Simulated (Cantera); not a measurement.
What does this Cantera script print?

```python
import numpy as np
import cantera as ct

gas = ct.Solution("gri30.yaml")
gas.TPX = 2175, 11000, {'NO': 1, 'N2': 0.47}
inlet = ct.Reservoir(gas, clone=True)

reactor = ct.IdealGasConstPressureReactor(gas, energy="off", clone=False)
exhaust = ct.Reservoir(gas, clone=True)
tau = [1.1, 0.47, 0.2, 0.085, 0.036, 0.015, 0.0066, 0.0028][0]
for a, b in ((inlet, reactor), (reactor, exhaust)):
    ct.MassFlowController(a, b, mdot=lambda t: reactor.mass / tau)
net = ct.ReactorNet([reactor])
show = ['NO', 'O2', 'NO2', 'N2', 'O', 'N2O']

rows = []
print(f"{'tau/s':>10s}{'T/K':>9s}" + "".join(f"{s:>11s}" for s in show))
for tau in [1.1, 0.47, 0.2, 0.085, 0.036, 0.015, 0.0066, 0.0028]:
    net.initial_time = 0.0
    net.advance(30 * tau)
    before = gas.X
    net.advance(40 * tau)
    drift = np.max(np.abs(gas.X - before) / (gas.X + 1e-9))
    rows.append([gas.T, *gas[show].X, drift])
    print(f"{tau:10.3e}{gas.T:9.1f}" + "".join(f"{x:11.3e}" for x in gas[show].X))
```

Output:

```
     tau/s      T/K         NO         O2        NO2         N2          O        N2O
 1.100e+00   2175.0  1.993e-01  2.381e-01  9.238e-05  5.591e-01  3.452e-03  1.255e-05
 4.700e-01   2175.0  3.342e-01  1.709e-01  1.311e-04  4.917e-01  2.977e-03  3.703e-05
 2.000e-01   2175.0  4.887e-01  9.411e-02  1.430e-04  4.147e-01  2.311e-03  8.586e-05
 8.500e-02   2175.0  5.971e-01  4.033e-02  1.190e-04  3.607e-01  1.680e-03  1.390e-04
 3.600e-02   2175.0  6.475e-01  1.539e-02  8.999e-05  3.355e-01  1.260e-03  1.714e-04
 1.500e-02   2175.0  6.677e-01  5.509e-03  6.996e-05  3.256e-01  9.980e-04  1.824e-04
 6.600e-03   2175.0  6.752e-01  1.922e-03  5.561e-05  3.219e-01  7.899e-04  1.772e-04
 2.800e-03   2175.0  6.784e-01  5.140e-04  3.889e-05  3.204e-01  5.354e-04  1.545e-04
```

Model: GRI-Mech 3.0 (53 species, 325 reactions), integrated in Cantera.
